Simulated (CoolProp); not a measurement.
Computed with CoolProp (reference Helmholtz-energy equation of state, Lemmon 2006). It is a short technical equation, of lower accuracy than the large ones.

Problem. For C2F6 (R116), give the phase and the cv (kJ/(kg K)), Joule-Thomson coefficient (K/MPa) at 32.45 °C and 1.01 bar; 100.65 °C and 1.01 bar; 117.75 °C and 1.01 bar.

Solution. 
- 32.45 °C and 1.01 bar: gas; cv 0.724, Joule-Thomson coefficient 7.71
- 100.65 °C and 1.01 bar: gas; cv 0.819, Joule-Thomson coefficient 4.51
- 117.75 °C and 1.01 bar: gas; cv 0.840, Joule-Thomson coefficient 4.02
